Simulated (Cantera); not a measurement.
Feed: 1 mol B2O3, 0.35 mol H2O, at 0.133 bar.

Cantera equilibrium calculation (NASA polynomials, part measured and part estimated; ideal gas, pure solids and liquids). Candidate condensed phases: B, B2O3, B3O3H3, H2O; 23 gas species. Gases not in the tables: H3BO3. Equilibrium is a limit: real reactors are often held back by kinetics, nucleation or transport.

x: gas mole fraction; n: condensed amount in mol.

```
T (K)  x H2O    x HBO2    x B2O3  x (HBO2)3  x H2  n B2O3(l)
-----  -----  --------  --------  ---------  ----  ---------
823    0.972   7.46e-7    <1e-12     0.0277   [?]      0.986
923    0.985   1.23e-5    <1e-12     0.0151   [?]      0.992
1023   0.991  0.000114  7.37e-11    0.00896   [?]      0.995
1123   0.994  0.000700   4.64e-9    0.00573   [?]      0.997
1223   0.993   0.00313   1.44e-7    0.00388   [?]      0.997
1323   0.986    0.0110   2.61e-6    0.00274   [?]      0.997
1423   0.966    0.0317   3.08e-5    0.00197   [?]      0.993
1523   0.920    0.0778  0.000259    0.00141   [?]      0.985
1623   0.831     0.165   0.00165   0.000957   [?]      0.967
1723   0.686     0.302   0.00838   0.000582   [?]      0.933
1823   0.487     0.472    0.0352   0.000288   [?]      0.869
```

**Question.** Fill in the missing entries.

**Answer.** 
- 823, x H2: 6.73e-9
- 923, x H2: 9.22e-8
- 1023, x H2: 7.60e-7
- 1123, x H2: 4.33e-6
- 1223, x H2: 1.86e-5
- 1323, x H2: 6.39e-5
- 1423, x H2: 0.000184
- 1523, x H2: 0.000453
- 1623, x H2: 0.000965
- 1723, x H2: 0.00178
- 1823, x H2: 0.00280
